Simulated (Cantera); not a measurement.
An isothermal, constant-pressure homogeneous reactor starts with C2H6 : H2 = 1 : 58 (molar parts), at 1175 K and 0.132 atm.

Computed with Cantera and GRI-Mech 3.0 (53 species, 325 reactions). GRI-Mech 3.0 stops at C3 and has no aromatics, soot or wall deposition, so with more carbon than oxygen in the feed, carbon stays in small species such as C2H2 where larger ones or solid carbon would form.

x: mole fraction; the columns are a selection and need not sum to one.

```
t (s)       x C2H6   x H2     x CH2    x C2H2    x C2H4      x H
--------  --------  -----  --------  --------  --------  -------
5.00e-5     0.0169  0.983    <1e-12    <1e-12   5.85e-8      ___
0.000118    0.0169  0.983    <1e-12    <1e-12   6.30e-7      ___
0.000277    0.0169  0.983    <1e-12  1.49e-11   4.80e-6      ___
0.000652    0.0169  0.983    <1e-12  5.34e-10   3.01e-5      ___
0.00153     0.0168  0.983  2.05e-12   1.67e-8  0.000170      ___
0.00361     0.0160  0.983  1.39e-11   4.38e-7  0.000843      ___
0.00850     0.0132  0.983  3.78e-11   7.27e-6   0.00315  1.48e-5
0.0200     0.00775  0.982  3.09e-11   5.82e-5   0.00748  1.54e-5
0.0471     0.00260  0.981  1.35e-11  0.000249    0.0114      ___
0.111     0.000643  0.980  4.19e-12  0.000618    0.0125      ___
0.261     0.000322  0.980  2.08e-12   0.00112    0.0120  5.51e-6
0.614     0.000276  0.980  1.94e-12   0.00188    0.0110  5.12e-6
1.44      0.000236  0.979  1.94e-12   0.00284   0.00941  4.78e-6
3.40      0.000197  0.978  1.94e-12   0.00335   0.00787      ___
8.00      0.000164  0.976  1.89e-12   0.00303   0.00655      ___
```

**Question.** Some entries are withheld; supply them.

**Answer.** 
- 5.00e-5, x H: 1.46e-7
- 0.000118, x H: 3.74e-7
- 0.000277, x H: 9.05e-7
- 0.000652, x H: 2.13e-6
- 0.00153, x H: 4.88e-6
- 0.00361, x H: 9.99e-6
- 0.0471, x H: 1.28e-5
- 0.111, x H: 7.91e-6
- 3.40, x H: 4.31e-6
- 8.00, x H: 3.73e-6
